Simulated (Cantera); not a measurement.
What does this Cantera script print?

```python
import numpy as np
import cantera as ct

gas_names = [...]  # 91 gases of nasa_gas.yaml made of C, Cl, H
cond_names = """
    C(gr) C6H6(L) C7H8(L) C8H18(L),n-octa
""".split()


# ... load() reads the species with a 1 bar reference pressure and builds the phases ...
atoms = {
    'CCl4': {'C': 1, 'CL': 4},
    'H2': {'H': 2},
}
top_T = {'C(gr)': 4500}  # K; cautious upper limits of use, not melting points


# ... equilibrate(T, P, feed) seeds the gas with the atoms and calls Mixture.equilibrate('TP', solver="vcs", rtol=1e-11, max_steps=5000) ...
results = []
feed = {'CCl4': 1, 'H2': 0.47}  # mol
P = 9.2  # Pa
for T in [2525, 2625, 2725, 2825, 2925, 3025, 3125, 3225, 3325]:
    mix = equilibrate(T, P, feed)
    results.append((T, P, feed, dict(zip(mix.species_names, mix.species_moles))))

top = {s: max(r[3][s] / sum(r[3][g] for g in gas_names) for r in results) for s in gas_names}
cols = sorted((s for s in top if top[s] > 0.0001), key=lambda s: -top[s])[:5]
seen = [c for c in cond_names if any(r[3].get(c, 0) > 1e-12 for r in results)]
print("log10 of partial pressures in bar; condensed amounts in mol")
print(f"{'T/K':>10s}" + "".join(f"{s[:9]:>10s}" for s in cols + seen))
for T, P, feed, n in results:
    ng = sum(n[g] for g in gas_names)
    print(f"{T:10.4g}" + "".join(f"{np.log10(max(n[s] / ng * P / 1e5, 1e-99)):10.3f}" for s in cols)
          + "".join(f"{n.get(c, 0):10.4g}" for c in seen))
```

Result:

```
log10 of partial pressures in bar; condensed amounts in mol
       T/K        CL         H         C        C3       HCL     C(gr)
      2525    -4.134    -4.820    -6.631    -6.136    -5.697    0.8617
      2625    -4.149    -4.804    -6.068    -5.500    -6.054     0.383
      2725    -4.164    -4.805    -5.689    -5.337    -6.401         0
      2825    -4.170    -4.805    -5.415    -5.422    -6.715         0
      2925    -4.179    -4.811    -5.184    -5.574    -7.017         0
      3025    -4.190    -4.821    -5.008    -5.836    -7.306         0
      3125    -4.199    -4.829    -4.899    -6.248    -7.575         0
      3225    -4.204    -4.834    -4.847    -6.787    -7.821         0
      3325    -4.206    -4.836    -4.826    -7.378    -8.047         0
```

Cantera equilibrium calculation (NASA polynomials, part measured and part estimated; ideal gas, pure solids and liquids).
